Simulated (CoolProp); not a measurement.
A closed Brayton cycle with dry air: compressor inlet 311.15 K and 5.7 MPa, high pressure 15.7 MPa, turbine inlet 950 K, compressor efficiency 0.85, turbine efficiency 0.9, recuperator effectiveness 0.8 (on enthalpy, no pinch check). Each further row changes one setting.

Model: reference Helmholtz-energy equation of state, Lemmon 2000, in CoolProp. It is a pseudo-pure fit of the blend.

```json
[
 {"case": "as stated", "thermal efficiency (%)": "33.3", "net work (kJ/kg)": "99.7", "compressor to turbine work": "0.56", "compressor exit (K)": "435.3", "turbine exit (K)": "752.6"},
 {"case": "turbine inlet 900 K", "thermal efficiency (%)": "31.5", "net work (kJ/kg)": "87.8", "compressor to turbine work": "…", "compressor exit (K)": "435.3", "turbine exit (K)": "…"},
 {"case": "compressor inlet 321.15 K", "thermal efficiency (%)": "32.2", "net work (kJ/kg)": "95.4", "compressor to turbine work": "0.58", "compressor exit (K)": "449.1", "turbine exit (K)": "752.6"},
 {"case": "high pressure 13.3 MPa", "thermal efficiency (%)": "32.4", "net work (kJ/kg)": "90.0", "compressor to turbine work": "…", "compressor exit (K)": "412.5", "turbine exit (K)": "…"},
 {"case": "recuperator effectiveness 0.5", "thermal efficiency (%)": "24.8", "net work (kJ/kg)": "99.7", "compressor to turbine work": "0.56", "compressor exit (K)": "435.3", "turbine exit (K)": "752.6"}
]
```

### Question
Some entries are withheld; supply them.

### Answer

- turbine inlet 900 K, compressor to turbine work: 0.59
- turbine inlet 900 K, turbine exit (K): 711.3
- high pressure 13.3 MPa, compressor to turbine work: 0.53
- high pressure 13.3 MPa, turbine exit (K): 782.0
